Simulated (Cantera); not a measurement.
**Si + HF + N₂ + Cl₂ (silicon etching in halogen gases)**

Charge: 1 mol Si, 1.3 mol HF, 56 mol N₂, 4.3 mol Cl₂, equilibrated at 190 Pa.

Method: chemical equilibrium by Gibbs-energy minimisation in Cantera with the NASA 1993 tables (ideal gas, pure condensed phases). Candidate condensed phases: NH₄Cl, Si, Si₃N₄; 49 gas species. The tables' values for SiCl₃ are old estimates; treat these amounts as uncertain. Equilibrium is a limit: real reactors are often held back by kinetics, nucleation or transport.

From 950 K to 1450 K nothing is condensed. The main Si-bearing gas is SiCl₄ throughout.

| T (K) | x N₂ | x Cl | x Cl₂ | x HCl | x SiCl₄ | x SiF₄ | x HF | x SiCl₃ |
|---|---|---|---|---|---|---|---|---|
| 950 | 0.924 | 0.000786 | 0.0375 | 0.0214 | 0.0111 | 0.00536 | 1.22e-5 | 1.60e-10 |
| 1000 | 0.923 | 0.00172 | 0.0371 | 0.0214 | 0.0111 | 0.00535 | 1.77e-5 | 8.85e-10 |
| 1050 | 0.922 | 0.00346 | 0.0362 | 0.0214 | 0.0111 | 0.00535 | 2.48e-5 | 4.18e-9 |
| 1100 | 0.921 | 0.00647 | 0.0346 | 0.0213 | 0.0111 | 0.00534 | 3.36e-5 | 1.73e-8 |
| 1150 | 0.919 | 0.0113 | 0.0321 | 0.0213 | 0.0111 | 0.00532 | 4.43e-5 | 6.40e-8 |
| 1200 | 0.916 | 0.0183 | 0.0285 | 0.0212 | 0.0111 | 0.00530 | 5.69e-5 | 2.18e-7 |
| 1250 | 0.911 | 0.0275 | 0.0237 | 0.0211 | 0.0110 | 0.00527 | 7.16e-5 | 6.97e-7 |
| 1300 | 0.906 | 0.0383 | 0.0181 | 0.0210 | 0.0109 | 0.00524 | 8.84e-5 | 2.13e-6 |
| 1350 | 0.901 | 0.0490 | 0.0125 | 0.0208 | 0.0109 | 0.00520 | 0.000107 | 6.37e-6 |
| 1400 | 0.897 | 0.0579 | 0.00789 | 0.0207 | 0.0108 | 0.00517 | 0.000129 | 1.87e-5 |
| 1450 | 0.894 | 0.0643 | 0.00462 | 0.0206 | 0.0108 | 0.00515 | 0.000152 | 5.34e-5 |
x: gas mole fraction; nothing condenses.
